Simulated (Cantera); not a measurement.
Input (Python, Cantera):

```python
import numpy as np
import cantera as ct

surf = ct.Interface("diamond.yaml", "diamond_100")
gas, bulk = surf.adjacent["gas"], surf.adjacent["diamond"]
k = surf.kinetics_species_index(bulk.species_names[0])
cover = ["c6HH", "c6H*", "c6*H", "c6**", "c6HM", "c6B"]

rows, drift = [], 0.0
print(f"{'T':>10s}{'um/h':>11s}" + "".join(f"{s:>11s}" for s in cover))
for v in [900, 950, 1000, 1050, 1100, 1150, 1200, 1250, 1300, 1350, 1400]:
    T, P, xH, xCH3 = v, 2300, 0.0021, 0.00013
    gas.TPX = T, P, {"H": xH, "CH3": xCH3, "CH4": 0.028, "H2": 1 - xH - xCH3 - 0.028}
    surf.TP = bulk.TP = T, P
    surf.coverages = "c6H*:0.1, c6HH:0.9"
    surf.advance_coverages(100.0)
    before = surf.coverages
    surf.advance_coverages(100.0)
    drift = max(drift, np.max(np.abs(surf.coverages - before) / (surf.coverages + 1e-9)))
    rate = surf.net_production_rates[k] * bulk.mean_molecular_weight / bulk.density * 3.6e9
    rows.append([rate, *surf[cover].coverages])
    print(f"{v:10.4g}{rate:11.4e}" + "".join(f"{x:11.3e}" for x in rows[-1][1:]))
```

It prints:

```
         T       um/h       c6HH       c6H*       c6*H       c6**       c6HM        c6B
       900 8.6480e-01  6.512e-01  9.829e-03  2.750e-01  4.020e-03  4.821e-02  2.347e-09
       950 1.1096e+00  6.133e-01  1.342e-02  3.185e-01  6.162e-03  3.732e-02  3.011e-09
      1000 1.2604e+00  5.768e-01  1.759e-02  3.599e-01  8.979e-03  2.675e-02  3.420e-09
      1050 1.1604e+00  5.430e-01  2.229e-02  3.990e-01  1.252e-02  1.602e-02  3.149e-09
      1100 8.3366e-01  5.106e-01  2.738e-02  4.337e-01  1.672e-02  7.455e-03  2.262e-09
      1150 5.3619e-01  4.788e-01  3.260e-02  4.621e-01  2.140e-02  2.863e-03  1.455e-09
      1200 3.8788e-01  4.491e-01  3.784e-02  4.844e-01  2.639e-02  1.020e-03  1.053e-09
      1250 3.4801e-01  4.226e-01  4.304e-02  5.015e-01  3.150e-02  3.613e-04  9.443e-10
      1300 3.4627e-01  4.000e-01  4.814e-02  5.143e-01  3.659e-02  1.295e-04  9.396e-10
      1350 3.1499e-01  3.811e-01  5.310e-02  5.236e-01  4.149e-02  4.644e-05  8.548e-10
      1400 2.2702e-01  3.658e-01  5.789e-02  5.298e-01  4.605e-02  1.686e-05  6.160e-10
```

Cantera simulation using the Harris–Goodwin 1993 mechanism for the reconstructed diamond (100) surface; the numbers are that mechanism's predictions, not measurements.
